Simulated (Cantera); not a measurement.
Input: 1 mol Si3N4, 0.32 mol O2, 3.7 mol H2, 0.6 mol CO2, held at 0.0240 bar.

Cantera equilibrium calculation (NASA polynomials, part measured and part estimated; ideal gas, pure solids and liquids). Candidate condensed phases: C, C6H6, C7H8, C8H18, H2O, Si, SiC, SiO2, Si2N2O, Si3N4; 151 gas species. Mutual solubility and eutectic melting of coexisting phases are not modelled. The tables' values for SiN are old estimates; treat these amounts as uncertain. Gases not in the tables: Si2H6 and higher silanes. Kinetics and transport are ignored.

x: gas mole fraction; n: condensed amount in mol.

```
T (K)   x H2   x N2       x SiO    x CO         x H        x Si  n C(graphite)  n SiO2(β-quartz)  n Si2N2O(s)  n SiC(s)  n Si(l)
-----  -----  -----  ----------  ------  ----------  ----------  -------------  ----------------  -----------  --------  -------
1123   0.843  0.132    7.86e-10  0.0240     2.52e-7      <1e-12          0.493             0.156         1.42         0        0
1223   0.815  0.110     5.95e-8  0.0749     1.75e-6      <1e-12          0.259                 0         1.50         0        0
1323   0.815  0.110  (withheld)  0.0749  (withheld)      <1e-12          0.259                 0         1.50         0        0
1423   0.815  0.110     1.89e-5  0.0749     3.87e-5    6.11e-11          0.259                 0         1.50         0        0
1523   0.785  0.124    0.000195  0.0903    0.000132     5.98e-9              0                 0         1.41     0.172        0
1623   0.782  0.125  (withheld)  0.0893  (withheld)  (withheld)              0                 0         1.41     0.176        0
1723   0.762  0.135      0.0216  0.0806     0.00103     5.32e-6              0                 0         1.34     0.208        0
1823   0.672  0.177       0.106  0.0422     0.00229    0.000101              0                 0         1.02     0.367        0
1923   0.487  0.264       0.200  0.0430     0.00424    0.000707              0                 0            0     0.273     1.21
2023   0.483  0.263       0.178  0.0645     0.00852     0.00237              0                 0            0     0.107     1.52
```

Complete the blanks.


- 1323, x SiO: 1.32e-6
- 1323, x H: 9.24e-6
- 1623, x SiO: 0.00248
- 1623, x H: 0.000395
- 1623, x Si: 2.20e-7
